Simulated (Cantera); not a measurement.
Reactions in the system F-H-O-Sr

Standard-state values (1 bar) from the NASA 1993 polynomials, evaluated with Cantera. Values are per mole of reaction as written; species without (g) are pure solids or liquids, kept so even where they would boil at 1 bar.

3 Sr(OH)2 + 6 F(g) → 3 SrO + O3(g) + 6 HF(g)

| T (K) | ΔH° (kJ) | ΔS° (J/K) | ΔG° (kJ) | log10 K | condensed phases |
|---|---|---|---|---|---|
| 300 | -839.3 | 204.5 | -900.6 | 156.81 | Sr(OH)2(s), SrO(s) |
| 2273 | -1186.1 | -124.6 | -903.0 | 20.75 | Sr(OH)2(l), SrO(s) |
| 2373 | -1197.8 | -129.6 | -890.3 | 19.60 | Sr(OH)2(l), SrO(s) |
| 2473 | -1208.9 | -134.2 | -877.1 | 18.53 | Sr(OH)2(l), SrO(s) |
| 2573 | -1219.5 | -138.4 | -863.5 | 17.53 | Sr(OH)2(l), SrO(s) |
| 2673 | -1229.5 | -142.2 | -849.4 | 16.60 | Sr(OH)2(l), SrO(s) |
| 2773 | -1238.9 | -145.6 | -835.1 | 15.73 | Sr(OH)2(l), SrO(s) |
